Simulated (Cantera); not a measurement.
Input: 1 mol SiCl4, 1.3 mol Cl2, 0.35 mol H2, held at 1123.15 K and 1.00 bar.

Cantera equilibrium calculation (NASA polynomials, part measured and part estimated; ideal gas, pure solids and liquids). Rates play no part.

```json
[
 {"species": "SiCl4", "before": "0.377", "after": "0.377"},
 {"species": "Cl2", "before": "0.358", "after": "0.358"},
 {"species": "HCl", "before": "0.264", "after": "0.264"},
 {"species": "Cl", "before": "0.00120", "after": "0.000442"}
]
```
Gas species are given as mole fractions.

Problem. Name the change that produced these shifts.
A) pressure from 1.00 bar to 7.40 bar
B) H2 from 0.35 to 14 mol
C) temperature from 1123.15 K to 1723.15 K
D) temperature from 1123.15 K to 1148.15 K

Solution. A, pressure from 1.00 bar to 7.40 bar
